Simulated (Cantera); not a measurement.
An isothermal, constant-pressure homogeneous reactor starts with 100 % N2O, at 1200 K and 20000 Pa.

Computed with Cantera and GRI-Mech 3.0 (53 species, 325 reactions). GRI-Mech 3.0 was tuned for natural gas; its chemistry of N2O as a main component is partial and can be far from experiment. The mechanism lacks the step 2 NO + O2 → 2 NO2, which can matter for NO2 below about 1400 K. The temperature is held fixed by assumption; the heat of reaction is taken as removed at once.

### Question
Predict: x(N2O) at 100 s; x(O) at 100 s; x(NO2) at 100 s; x(N2) at 100 s; x(O2) at 100 s; x(NO) at 100 s.

### Answer
```
Item                                                Value
---------------  ----------------------------------------
x(N2O) at 100 s  0.000310 (gas-phase equilibrium 6.56e-9)
x(O) at 100 s     3.68e-8 (gas-phase equilibrium 3.26e-8)
x(NO2) at 100 s  0.000489 (gas-phase equilibrium 2.16e-6)
x(N2) at 100 s        0.636 (gas-phase equilibrium 0.667)
x(O2) at 100 s        0.302 (gas-phase equilibrium 0.333)
x(NO) at 100 s    0.0609 (gas-phase equilibrium 0.000228)
```
